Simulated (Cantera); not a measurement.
Input (Python, Cantera) and output of one run.

```python
import numpy as np
import cantera as ct

gas_names = """
    N NO NO2 NO3 N2 N2O O O2 O3 Pb PbO Pb2
""".split()
cond_names = """
    Pb(cr) Pb(L) PbO(rd) PbO(yw) PbO(L) PbO2(s) Pb3O4(s)
""".split()


# ... load() reads the species with a 1 bar reference pressure and builds the phases ...
atoms = {
    'PbO': {'Pb': 1, 'O': 1},
    'N2': {'N': 2},
    'O2': {'O': 2},
}
top_T = {'Pb3O4(s)': 820}  # K; cautious upper limits of use, not melting points


# ... equilibrate(T, P, feed) seeds the gas with the atoms and calls Mixture.equilibrate('TP', solver="vcs", rtol=1e-11, max_steps=5000) ...
results = []
feed = {'PbO': 1, 'N2': 0.3, 'O2': 0.037}  # mol
P = 1000  # Pa
for T in [923, 973, 1023, 1073, 1123, 1173, 1223, 1273, 1323, 1373, 1423]:
    mix = equilibrate(T, P, feed)
    results.append((T, P, feed, dict(zip(mix.species_names, mix.species_moles))))

top = {s: max(r[3][s] / sum(r[3][g] for g in gas_names) for r in results) for s in gas_names}
cols = sorted((s for s in top if top[s] > 1e-06), key=lambda s: -top[s])[:5]
seen = [c for c in cond_names if any(r[3].get(c, 0) > 1e-12 for r in results)]
print("log10 of partial pressures in bar; condensed amounts in mol")
print(f"{'T/K':>10s}" + "".join(f"{s[:9]:>10s}" for s in cols + seen))
for T, P, feed, n in results:
    ng = sum(n[g] for g in gas_names)
    print(f"{T:10.4g}" + "".join(f"{np.log10(max(n[s] / ng * P / 1e5, 1e-99)):10.3f}" for s in cols)
          + "".join(f"{n.get(c, 0):10.4g}" for c in seen))
```

Output:

```
log10 of partial pressures in bar; condensed amounts in mol
       T/K        N2       PbO        O2        Pb        NO   PbO(yw)    PbO(L)
       923    -2.051    -7.725    -2.959   -11.294    -7.017         1         0
       973    -2.051    -6.917    -2.959   -10.121    -6.752         1         0
      1023    -2.051    -6.192    -2.960    -9.065    -6.512         1         0
      1073    -2.051    -5.536    -2.960    -8.110    -6.294    0.9999         0
      1123    -2.051    -4.941    -2.960    -7.242    -6.097    0.9996         0
      1173    -2.052    -4.413    -2.961    -6.464    -5.916         0    0.9987
      1223    -2.055    -3.965    -2.964    -5.784    -5.753         0    0.9962
      1273    -2.063    -3.553    -2.971    -5.158    -5.607         0    0.9901
      1323    -2.082    -3.176    -2.986    -4.577    -5.482         0    0.9748
      1373    -2.128    -2.827    -3.016    -4.032    -5.388         0    0.9363
      1423    -2.243    -2.505    -3.068    -3.515    -5.350         0    0.8198
```

Method: chemical equilibrium by Gibbs-energy minimisation in Cantera with the NASA 1993 tables (ideal gas, pure condensed phases). Gases not in the tables: (PbO)n polymers.
